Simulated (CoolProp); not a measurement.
Vapour-liquid equilibrium of n-pentane (1) + benzene (2) at 0.742 MPa; x and y are mole fractions of (1).

Values from CoolProp's multi-fluid Helmholtz-energy mixture model, Thol 2019 and Thol 2012; pair parameters Bell 2016.

```
x     bubble temperature, mixture model (°C)  bubble temperature, Raoult's law (°C)  y, mixture model  y, Raoult's law
----  --------------------------------------  -------------------------------------  ----------------  ---------------
0.05                                   156.3                                  158.1             0.138            0.123
0.15                                   146.6                                  150.6             0.341            0.325
0.25                                   139.2                                  143.9        (withheld)            0.481
0.35                                   133.4                                  137.9             0.588            0.604
0.45                              (withheld)                                  132.5             0.672            0.703
0.55                                   124.4                                  127.6             0.743            0.782
0.65                                   120.8                                  123.2             0.805            0.847
0.75                                   117.5                                  119.1             0.863            0.901
0.85                                   114.5                                  115.4             0.918            0.946
0.95                                   111.6                                  111.9        (withheld)            0.983
```

Task: Complete the blanks.

Result: 
- 0.25, y, mixture model: 0.483
- 0.45, bubble temperature, mixture model (°C): 128.5
- 0.95, y, mixture model: 0.973

The largest gap from Raoult's law is -4.7 K in bubble temperature, at x = 0.25. No azeotrope shows between x = 0.05 and 0.95.

Pair parameters are fitted to limited data, so mixtures are less certain than the pure fluids.
